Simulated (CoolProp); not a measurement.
Model: reference Helmholtz-energy equation of state, Lemmon 2006, in CoolProp. It is a short technical equation, of lower accuracy than the large ones.

For carbonyl sulfide, give the phase and the density (kg/m³), cp (kJ/(kg K)), cv (kJ/(kg K)), Joule-Thomson coefficient (K/MPa) at 22.55 °C and 5.96 MPa; 62.15 °C and 5.96 MPa; 88.55 °C and 5.96 MPa.


- 22.55 °C and 5.96 MPa: liquid; density 1020, cp 1.31, cv 0.707, Joule-Thomson coefficient -0.162
- 62.15 °C and 5.96 MPa: liquid; density 891, cp 1.53, cv 0.720, Joule-Thomson coefficient 0.315
- 88.55 °C and 5.96 MPa: liquid; density 763, cp 2.08, cv 0.748, Joule-Thomson coefficient 1.38
